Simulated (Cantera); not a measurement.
A Cantera script and what it prints.

```python
import numpy as np
import cantera as ct

gas_names = """
    H H2 N NH NH2 NH3 N2 N2H2 N2H4 Si SiH SiH2 SiH3 SiH4 SiN Si2 Si2N Si3
""".split()
cond_names = """
    Si(cr) Si(L) Si3N4(a)
""".split()


# ... load() reads the species with a 1 bar reference pressure and builds the phases ...
atoms = {
    'Si3H8': {'Si': 3, 'H': 8},
    'N2': {'N': 2},
}
top_T = {'Si3N4(a)': 2400}  # K; cautious upper limits of use, not melting points


# ... equilibrate(T, P, feed) seeds the gas with the atoms and calls Mixture.equilibrate('TP', solver="vcs", rtol=1e-11, max_steps=5000) ...
results = []
feed = {'Si3H8': 1, 'N2': 40}  # mol
T = 1098.15  # K
P = 133.322  # Pa
mix = equilibrate(T, P, feed)
results.append((T, P, feed, dict(zip(mix.species_names, mix.species_moles))))
x = sorted(zip(gas.X, gas.species_names), reverse=True)
print(f"T = {T:g} K  P = {P:g} Pa  gas = {mix.phase_moles(0):.4g} mol")
print("   x: " + "  ".join(f"{s} {v:.3e}" for v, s in x if v > 1e-05))
print("   condensed (mol): " + ("  ".join(f"{mix.phase(i).name} {mix.phase_moles(i):.4g}"
      for i in range(1, mix.n_phases) if mix.phase_moles(i) > 1e-12) or "none"))
```

It prints:

```
T = 1098.15 K  P = 133.322 Pa  gas = 42 mol
   x: N2 9.048e-01  H2 9.524e-02
   condensed (mol): Si3N4(a) 1
```

Method: chemical equilibrium by Gibbs-energy minimisation in Cantera with the NASA 1993 tables (ideal gas, pure condensed phases). The feed counts by its element totals alone. N2 is the only nitrogen source here; it is nearly inert below about 1500 K, so the nitride shown seldom forms there in practice.
